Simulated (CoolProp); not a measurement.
n-perfluorohexane along the isobar 51.3 bar: Z from the reference equation and from simpler models built on Tc = 448.0 K, pc = 17.42 bar, ω = 0.497; each cubic takes its own stable root.

The numbers come from the reference Helmholtz-energy equation of state, Gao 2022 in CoolProp.

| T (K) | phase | reference | van der Waals | Redlich-Kwong | Soave-Redlich-Kwong | Peng-Robinson |
|---|---|---|---|---|---|---|
| 241.1 | liquid | 0.4677 | 0.8195 | 0.5642 | 0.5414 | 0.4825 |
| 264.3 | liquid | 0.4413 | 0.7649 | 0.5304 | 0.5066 | 0.4510 |
| 287.5 | liquid | 0.4202 | 0.7206 | 0.5041 | 0.4795 | 0.4264 |
| 310.7 | liquid | 0.4035 | 0.6844 | 0.4839 | 0.4589 | 0.4078 |
| 333.9 | liquid | 0.3908 | 0.6549 | 0.4690 | 0.4441 | 0.3944 |
| 357.1 | liquid | 0.3818 | 0.6311 | 0.4589 | 0.4349 | 0.3861 |
| 380.4 | liquid | 0.3767 | 0.6123 | 0.4533 | 0.4315 | 0.3833 |
| 403.6 | liquid | 0.3761 | 0.5981 | 0.4525 | 0.4346 | 0.3868 |
| 426.8 | liquid | 0.3811 | 0.5882 | 0.4568 | 0.4459 | 0.3983 |
| 450 | supercritical | 0.3939 | 0.5826 | 0.4668 | 0.4682 | 0.4208 |
